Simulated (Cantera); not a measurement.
A closed system holds: 1 mol Cu2O, 140 mol H2, 8.1 mol H2O.

Cantera equilibrium calculation (NASA polynomials, part measured and part estimated; ideal gas, pure solids and liquids). Candidate condensed phases: Cu, CuO, Cu(OH)2, Cu2O, H2O; 12 gas species. The numbers say what is thermodynamically allowed, not how fast it happens.

What condenses at these points (T in K, P in Pa): (1775, 10); (1750, 7200); (1875, 7200); (1775, 7200); (1850, 7200)?


```tsv
T (K)	P in Pa	condensed phases	Cu condensed (%)
1775	10	gas only	0.0
1750	7200	Cu	69.1
1875	7200	gas only	0.0
1775	7200	Cu	58.1
1850	7200	Cu	0.4
```
